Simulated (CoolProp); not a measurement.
CHF3 (R23) along the isotherm 233.4 K: density (kg/m³) from the reference equation and from simpler models built on Tc = 299.3 K, pc = 48.32 bar, ω = 0.263; each cubic takes its own stable root.

The numbers come from the reference Helmholtz-energy equation of state, Penoncello 2003 in CoolProp.

| p (bar) | phase | reference |
|---|---|---|
| 1.53 | gas | 5.680 |
| 2.58 | gas | 9.782 |
| 4.35 | gas | 17.15 |
| 7.34 | liquid | 1269 |
| 12.4 | liquid | 1271 |
| 20.9 | liquid | 1276 |
| 35.3 | liquid | 1283 |
| 59.6 | liquid | 1294 |
| 101 | liquid | 1311 |
| 170 | liquid | 1336 |
| 286 | liquid | 1371 |
| 483 | liquid | 1418 |

### Question
How far does each simpler model (van der Waals, Redlich-Kwong, Soave-Redlich-Kwong) lie from the reference over these 12 states: mean and median of the absolute difference, and the worst?

### Answer
- van der Waals: mean 40.2 %, median 39.6 %, worst -97.7 % at 233.4 K and 7.34 bar
- Redlich-Kwong: mean 19.8 %, median 16.3 %, worst -97.6 % at 233.4 K and 7.34 bar
- Soave-Redlich-Kwong: mean 11.0 %, median 13.8 %, worst -15.7 % at 233.4 K and 7.34 bar

At some of these states van der Waals, Redlich-Kwong gives the other phase, because its saturation line lies elsewhere.
